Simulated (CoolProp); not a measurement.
A single-stage vapour-compression cycle with the fluid: evaporating at 200.15 K (dew point), condensing at 233.15 K (bubble point), superheat 8 K, subcooling 0 K, compressor efficiency 0.9, no pressure losses. The same conditions are run with several fluids, on thermodynamics alone (safety and materials aside).

Computed with CoolProp (reference Helmholtz-energy equation of state of each fluid (carbonyl sulfide: Lemmon 2006; nitrous oxide: Lemmon 2006; propylene: Lemmon 2013; hydrogen chloride: Thol 2018; R13: Platzer 1990; R143a: Lemmon and Jacobsen 2000)). The equations of Platzer and Polt are older, rougher fits.

```
fluid              cooling COP  pressure ratio  discharge temperature (K)  refrigerating effect (kJ/kg)  volumetric capacity (kJ/m³)
-----------------  -----------  --------------  -------------------------  ----------------------------  ---------------------------
carbonyl sulfide          4.63            5.17                      305.9                           290                          311
nitrous oxide             4.46            3.99                      295.8                           304                         1900
propylene                 4.77            5.24                      274.2                           404                          268
hydrogen chloride         4.43            4.00                      318.2                           381                         1600
R13                       4.58            3.88                      261.1                           118                         1170
R143a                     4.75            5.68                      265.3                           207                          254
```
